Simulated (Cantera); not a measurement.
A Cantera script and what it prints.

```python
import numpy as np
import cantera as ct

gas_names = """
    Fe H H2 H2S S SH S2 S8
""".split()
cond_names = """
    Fe(a) Fe(c) Fe(d) Fe(L) FeS(a) FeS(b) FeS(c) FeS(L) FeS2(s) S(cr1) S(cr2) S(L)
""".split()


# ... load() reads the species with a 1 bar reference pressure and builds the phases ...
atoms = {
    'FeS2': {'Fe': 1, 'S': 2},
    'H2': {'H': 2},
}
top_T = {'FeS2(s)': 1010}  # K; cautious upper limits of use, not melting points


# ... equilibrate(T, P, feed) seeds the gas with the atoms and calls Mixture.equilibrate('TP', solver="vcs", rtol=1e-11, max_steps=5000) ...
results = []
feed = {'FeS2': 1, 'H2': 2.2}  # mol
T = 1173  # K
P = 1500  # Pa
mix = equilibrate(T, P, feed)
results.append((T, P, feed, dict(zip(mix.species_names, mix.species_moles))))
x = sorted(zip(gas.X, gas.species_names), reverse=True)
print(f"T = {T:g} K  P = {P:g} Pa  gas = {mix.phase_moles(0):.4g} mol")
print("   x: " + "  ".join(f"{s} {v:.3e}" for v, s in x if v > 1e-05))
print("   condensed (mol): " + ("  ".join(f"{mix.phase(i).name} {mix.phase_moles(i):.4g}"
      for i in range(1, mix.n_phases) if mix.phase_moles(i) > 1e-12) or "none"))
```

Result:

```
T = 1173 K  P = 1500 Pa  gas = 2.278 mol
   x: H2 5.952e-01  H2S 3.701e-01  S2 3.417e-02  SH 4.385e-04
   condensed (mol): FeS(c) 1
```

These are equilibrium values from Cantera (NASA tables, ideal gas, pure condensed phases), not measurements of a reactor. FeS: taken at fixed stoichiometry. Gases not in the tables: S3 to S7.
